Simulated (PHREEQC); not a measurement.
A solution holds 0.15 mol/kgw MnSO4 and 0.029 mol/kgw ZnCl2, at 40 °C. Closed to the air; pH follows from the charge balance.

The numbers come from PHREEQC with the ion-association model, phreeqc.dat.

No solid was allowed to form.

Order these Zn species by the share of Zn that they hold, largest first: Zn+2, ZnCl+, Zn(SO4)2-2, ZnSO4.

Zn+2 (45 %), ZnSO4 (37 %), Zn(SO4)2-2 (15 %), ZnCl+ (2.8 %)

The pH is 5.66 and the ionic strength 0.349 mol/kgw. Species that the database lacks are ignored. Away from 25 °C the constants follow the database's enthalpies or fits; those with neither stay at their 25 °C values.
